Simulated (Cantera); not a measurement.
Transport properties of process gases

Gas mixture: 100 % N2O, at 180 Pa, frozen composition.

Cantera's kinetic-theory transport with the Lennard-Jones parameters of GRI-Mech 3.0, ideal gas; thermal conductivity in the mixture-averaged form. The composition is frozen, though it would react at the higher temperatures.

```tsv
T (K)	ρ (kg/m³)	cp (J/kg/K)	μ (µPa s)	λ (mW/m/K)	Pr	D (cm²/s) N2	D (cm²/s) H2	D (cm²/s) H2O
400	0.00238	970.3	19.5	25.5	0.741	148	607	164
500	0.00191	1043	23.6	33.2	0.740	220	889	254
600	0.00159	1101	27.3	40.7	0.739	303	1210	360
700	0.00136	1150	30.8	47.9	0.739	395	1570	480
800	0.00119	1192	34.0	54.9	0.739	496	1960	614
900	0.00106	1227	37.1	61.5	0.740	605	2390	760
1000	0.000953	1255	40.0	68.0	0.739	723	2850	918
1100	0.000866	1275	42.8	74.1	0.736	849	3340	1090
1200	0.000794	1294	45.5	80.1	0.735	982	3860	1270
```
D: mixture-averaged diffusion coefficient of that species in the mixture.
